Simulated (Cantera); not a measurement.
A closed system holds: 1 mol HgO, 0.025 mol O2, 0.47 mol N2, held at 450 K and 0.133 bar.

Method: chemical equilibrium by Gibbs-energy minimisation in Cantera with the NASA 1993 tables (ideal gas, pure condensed phases). Candidate condensed phases: Hg, HgO; 10 gas species. Rates play no part.

Base state: N2 0.949, O2 0.0505, Hg 1.21e-5 (mole fractions); condensed: HgO(s).

Problem. What changes in the equilibrium state with this change: temperature from 450 K to 1598.15 K?

Solution. 
| species | before | after |
|---|---|---|
| Hg | 1.21e-5 | 0.501 |
| O2 | 0.0505 | 0.263 |
| N2 | 0.949 | 0.235 |
| NO | <1e-9 | 0.00117 |
| O | <1e-9 | 1.99e-5 |
| HgO(s), mol | 1.000 | 0 |
